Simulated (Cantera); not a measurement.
An isothermal, constant-pressure homogeneous reactor starts with 0.423 % H₂, 24.9 % O₂, 74.7 % N₂, equivalence ratio 0.0085, at 1050 K and 10.00 Torr.

Detailed kinetics in Cantera: GRI-Mech 3.0 (53 species, 325 reactions). Radical loss at walls, strong at low pressure, is not modelled.

x: mole fraction; the columns are a selection and need not sum to one.

```csv
t (s),x H₂,x O₂,x HO₂,x NO,x H₂O₂
0.000100,0.00423,0.249,3.76e-12,<1e-12,<1e-12
0.000228,0.00423,0.249,8.57e-12,<1e-12,<1e-12
0.000518,0.00423,0.249,1.96e-11,<1e-12,<1e-12
0.00118,0.00423,0.249,4.47e-11,<1e-12,<1e-12
0.00268,0.00423,0.249,1.02e-10,<1e-12,<1e-12
0.00611,0.00423,0.249,2.42e-10,<1e-12,<1e-12
0.0139,0.00423,0.249,1.01e-9,<1e-12,<1e-12
0.0316,0.00409,0.249,6.22e-7,<1e-12,8.35e-10
0.0720,?,0.246,?,?,?
0.164,2.04e-5,0.246,5.60e-7,1.25e-8,7.59e-9
0.373,9.63e-6,0.247,4.12e-7,1.66e-8,7.34e-9
0.848,3.16e-6,0.247,2.45e-7,1.79e-8,6.51e-9
1.93,7.88e-7,0.247,1.15e-7,1.82e-8,4.74e-9
4.39,?,0.247,?,1.84e-8,?
10.0,4.02e-8,0.247,1.48e-8,1.84e-8,9.94e-10
```

Task: Some entries are withheld; supply them.

Result: 
- 0.0720, x H₂: 5.81e-5
- 0.0720, x HO₂: 7.43e-7
- 0.0720, x NO: 5.49e-9
- 0.0720, x H₂O₂: 1.17e-8
- 4.39, x H₂: 1.76e-7
- 4.39, x HO₂: 4.43e-8
- 4.39, x H₂O₂: 2.53e-9
